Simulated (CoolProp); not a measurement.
Vapour-liquid equilibrium of CH2F2 (R32) (1) + R123 (2) at 325.4 K; x and y are mole fractions of (1).

Model: multi-fluid Helmholtz-energy mixture model, Tillner-Roth 1997 and Younglove 1994; pair parameters Bell 2016, in CoolProp.

```json
[
 {"x": "0.05", "bubble pressure, mixture model (MPa)": "0.3820", "bubble pressure, Raoult's law (MPa)": "0.3815", "y, mixture model": "0.404", "y, Raoult's law": "0.433"},
 {"x": "0.2", "bubble pressure, mixture model (MPa)": "0.8453", "bubble pressure, Raoult's law (MPa)": "0.8435", "y, mixture model": "0.739", "y, Raoult's law": "0.784"},
 {"x": "0.35", "bubble pressure, mixture model (MPa)": "1.287", "bubble pressure, Raoult's law (MPa)": "1.306", "y, mixture model": "0.837", "y, Raoult's law": "0.887"},
 {"x": "0.5", "bubble pressure, mixture model (MPa)": "1.703", "bubble pressure, Raoult's law (MPa)": "1.768", "y, mixture model": "0.887", "y, Raoult's law": "0.936"},
 {"x": "0.65", "bubble pressure, mixture model (MPa)": "2.113", "bubble pressure, Raoult's law (MPa)": "2.230", "y, mixture model": "0.921", "y, Raoult's law": "0.964"},
 {"x": "0.8", "bubble pressure, mixture model (MPa)": "2.558", "bubble pressure, Raoult's law (MPa)": "2.692", "y, mixture model": "0.952", "y, Raoult's law": "0.983"},
 {"x": "0.95", "bubble pressure, mixture model (MPa)": "3.095", "bubble pressure, Raoult's law (MPa)": "3.154", "y, mixture model": "0.986", "y, Raoult's law": "0.996"}
]
```

The largest gap from Raoult's law is -5.2 % in bubble pressure, at x = 0.65. No azeotrope shows between x = 0.05 and 0.95.

Pair parameters are fitted to limited data, so mixtures are less certain than the pure fluids.
